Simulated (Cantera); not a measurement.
Cantera run:

```python
import numpy as np
import cantera as ct

gas_names = """
    O H
""".split()
cond_names = """
    SrO2H2(s) SrO2H2(L) Sr(a) Sr(b) Sr(L)
""".split()


# ... load() reads the species with a 1 bar reference pressure and builds the phases ...
species = {s.name: s for s in load("nasa_gas.yaml", gas_names) + load("nasa_condensed.yaml", cond_names)}
# Each term lists the table entries of one substance; the one whose range holds T is used.
reactions = {
    'Sr(OH)2 = 2 O(g) + Sr + 2 H(g)':
        [(-1, ['SrO2H2(s)', 'SrO2H2(L)']), (2, ['O']), (1, ['Sr(a)', 'Sr(b)', 'Sr(L)']), (2, ['H'])],
}


def pick(names, T):
    return next(species[n] for n in names if species[n].thermo.min_temp <= T <= species[n].thermo.max_temp)


results = []
for label, terms in reactions.items():
    print(label)
    print("     T/K   dH/kJ  dS/(J/K)   dG/kJ   log10 K")
    for T in [300, 973, 1073, 1173, 1273, 1373, 1473, 1573, 1673, 1773, 1873]:
        used = [(nu, pick(names, T)) for nu, names in terms]
        dH = sum(nu * s.thermo.h(T) for nu, s in used) / 1e6
        dS = sum(nu * s.thermo.s(T) for nu, s in used) / 1e3
        dG = dH - T * dS / 1e3
        logK = -dG * 1e6 / (ct.gas_constant * T * np.log(10))
        results.append((label, T, dH, dS, dG, logK, [s.name for _, s in used]))
        print(f"{T:8g} {dH:8.1f} {dS:8.1f} {dG:8.1f} {logK:8.2f}")
```

It prints:

```
Sr(OH)2 = 2 O(g) + Sr + 2 H(g)
     T/K   dH/kJ  dS/(J/K)   dG/kJ   log10 K
     300   1903.3    509.7   1750.4  -304.77
     973   1877.5    484.5   1406.1   -75.48
    1073   1881.4    488.1   1357.6   -66.09
    1173   1877.6    484.8   1309.0   -58.29
    1273   1873.9    481.8   1260.6   -51.73
    1373   1870.2    478.9   1212.6   -46.13
    1473   1866.4    476.3   1164.8   -41.31
    1573   1862.7    473.8   1117.3   -37.10
    1673   1858.9    471.5   1070.1   -33.41
    1773   1855.2    469.3   1023.0   -30.14
    1873   1851.4    467.3    976.2   -27.22
```

Cantera with NASA thermochemical tables; ideal gases at 1 bar, condensed phases pure. Condensed species are held in their standard states even where they would react or evaporate.
